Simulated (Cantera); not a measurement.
Charge: 1 mol Na₂SO₄, 7.9 mol H₂O, 2.1 mol O₂, 0.096 mol H₂, at 0.683 Torr.

Equilibrium computed with Cantera from the NASA thermochemical tables; the gas is ideal and each condensed phase is pure. Candidate condensed phases: H₂O, H₂SO₄, Na, NaOH, NaO₂, Na₂O, Na₂O₂, Na₂S, Na₂SO₄, S; 27 gas species. Rates play no part.

Which condensed phases are stable at each of these points (T (K)): 1450, 1500, 1550, 1600, 1650, 1700, 1750?


| T (K) | condensed phases | Na condensed (%) |
|---|---|---|
| 1450 | Na₂SO₄(l) | 34.2 |
| 1500 | gas only | 0.0 |
| 1550 | gas only | 0.0 |
| 1600 | gas only | 0.0 |
| 1650 | gas only | 0.0 |
| 1700 | gas only | 0.0 |
| 1750 | gas only | 0.0 |

At 1450 K the condensed part is Na₂SO₄(l). From 1500 K to 1750 K nothing is condensed.
